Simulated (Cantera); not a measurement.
A perfectly stirred reactor is fed with H₂ : O₂ : N₂ = 0.44 : 1 : 0.2 (molar parts), equivalence ratio 0.22, at 0.00290 bar; it is held at 1025 K, and followed from long to short residence time.

Detailed kinetics in Cantera: the H2/O2 subset of GRI-Mech 3.0, which has no nitrogen chemistry. Radical loss at walls, strong at low pressure, is not modelled. The temperature is held fixed by assumption; the heat of reaction is taken as removed at once.

Problem. Predict: x(H₂) at τ = 2.30 s; x(O₂) at τ = 2.30 s; x(H) at τ = 2.30 s; x(H₂O₂) at τ = 2.30 s; x(HO₂) at τ = 2.30 s; x(H₂) at τ = 46.0 ms; x(O₂) at τ = 46.0 ms; x(H) at τ = 46.0 ms; x(H₂O₂) at τ = 46.0 ms; x(HO₂) at τ = 46.0 ms.

Solution. 
| Quantity | Value |
|---|---|
| x(H₂) at τ = 2.30 s | 0.00286 |
| x(O₂) at τ = 2.30 s | 0.544 |
| x(H) at τ = 2.30 s | 0.00487 |
| x(H₂O₂) at τ = 2.30 s | 1.26e-7 |
| x(HO₂) at τ = 2.30 s | 3.03e-6 |
| x(H₂) at τ = 46.0 ms | 0.0224 |
| x(O₂) at τ = 46.0 ms | 0.508 |
| x(H) at τ = 46.0 ms | 0.0895 |
| x(H₂O₂) at τ = 46.0 ms | 6.49e-8 |
| x(HO₂) at τ = 46.0 ms | 2.72e-6 |
